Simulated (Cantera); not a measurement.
Adiabatic ignition

An adiabatic, constant-pressure homogeneous reactor starts with 1.69 % CH₄, 1.07 % H₂, 8.10 % O₂, 89.1 % N₂, equivalence ratio 0.48, at 1625 K and 3.40 bar.

Detailed kinetics in Cantera: GRI-Mech 3.0 (53 species, 325 reactions).

| t (s) | T (K) | x CH₄ | x H₂ | x O₂ | x CH₃ | x OH | x C₂H |
|---|---|---|---|---|---|---|---|
| 9.00e-6 | 1625 | 0.0169 | 0.0107 | 0.0810 | 1.07e-5 | 5.27e-7 | <1e-12 |
| 2.32e-5 | 1625 | 0.0168 | 0.0106 | 0.0810 | 9.05e-5 | 3.95e-6 | <1e-12 |
| 5.98e-5 | 1686 | 0.00951 | 0.0109 | 0.0730 | 0.00105 | 0.000276 | 1.12e-8 |
| 0.000154 | 2023 | <1e-12 | 0.000696 | 0.0418 | <1e-12 | 0.00305 | <1e-12 |
| 0.000398 | 2059 | <1e-12 | 0.000133 | 0.0418 | <1e-12 | 0.00139 | <1e-12 |
| 0.00102 | 2064 | <1e-12 | 5.79e-5 | 0.0418 | <1e-12 | 0.000937 | <1e-12 |
| 0.00264 | 2064 | <1e-12 | 5.45e-5 | 0.0418 | <1e-12 | 0.000911 | <1e-12 |
| 0.00681 | 2064 | <1e-12 | 5.45e-5 | 0.0418 | <1e-12 | 0.000911 | <1e-12 |
| 0.0176 | 2064 | <1e-12 | 5.45e-5 | 0.0418 | <1e-12 | 0.000910 | <1e-12 |
| 0.0453 | 2064 | <1e-12 | 5.44e-5 | 0.0417 | <1e-12 | 0.000908 | <1e-12 |
| 0.117 | 2063 | <1e-12 | 5.42e-5 | 0.0416 | <1e-12 | 0.000904 | <1e-12 |
| 0.301 | 2061 | <1e-12 | 5.38e-5 | 0.0412 | <1e-12 | 0.000894 | <1e-12 |
| 0.776 | 2058 | <1e-12 | 5.30e-5 | 0.0405 | <1e-12 | 0.000878 | <1e-12 |
| 2.00 | 2055 | <1e-12 | 5.24e-5 | 0.0399 | <1e-12 | 0.000864 | <1e-12 |
x: mole fraction; the columns are a selection and need not sum to one.

- time of steepest temperature rise = 67.5 µs
- temperature at 2.00 s = 2055 K
- equilibrium temperature = 2055 K
- x(CH₄) at 2.00 s = <1e-12 (gas-phase equilibrium <1e-12)
- x(H₂) at 2.00 s = 5.24e-5 (gas-phase equilibrium 5.22e-5)
- x(O₂) at 2.00 s = 0.0399 (gas-phase equilibrium 0.0398)
